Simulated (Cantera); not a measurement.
A closed system holds: 1 mol Si, 0.7 mol NF3, held at 34.0 Pa.

Cantera equilibrium calculation (NASA polynomials, part measured and part estimated; ideal gas, pure solids and liquids). Candidate condensed phases: Si, Si3N4; 16 gas species. Kinetics and transport are ignored. All values below are at 277 °C.

Base state: SiF4 0.940, N2 0.0597 (mole fractions); condensed: Si3N4(s).

Question: What changes in the equilibrium state with this change: NF3 from 0.7 to 1 mol?

Answer: 
| species | before | after |
|---|---|---|
| SiF4 | 0.940 | 0.692 |
| N2 | 0.0597 | 0.308 |
| Si3N4(s), mol | 0.158 | 0.0833 |
